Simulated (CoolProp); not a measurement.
Vapour-liquid equilibrium of carbon dioxide (1) + ethane (2) at -35.55 °C; x and y are mole fractions of (1).

Model: multi-fluid Helmholtz-energy mixture model, Span 1996 and Bücker 2006; pair parameters Kunz 2012, in CoolProp.

```
x     bubble pressure, mixture model (MPa)  bubble pressure, Raoult's law (MPa)  y, mixture model  y, Raoult's law
----  ------------------------------------  -----------------------------------  ----------------  ---------------
0.05                                0.9929                               0.9111             0.124            0.065
0.2                                  1.217                               0.9535             0.358            0.247
0.35                                 1.354                               0.9958             0.490            0.415
0.5                                  1.424                                1.038             0.578            0.568
0.65                                 1.445                                1.081             0.649            0.709
0.8                                  1.417                                1.123             0.731            0.840
0.95                                 1.282                                1.165             0.890            0.962
```

The largest gap from Raoult's law is +37.2 % in bubble pressure, at x = 0.5. y crosses x between x = 0.5 and 0.65: the model has an azeotrope there.

The pair parameters rest on a limited set of measurements; away from them the model extrapolates.
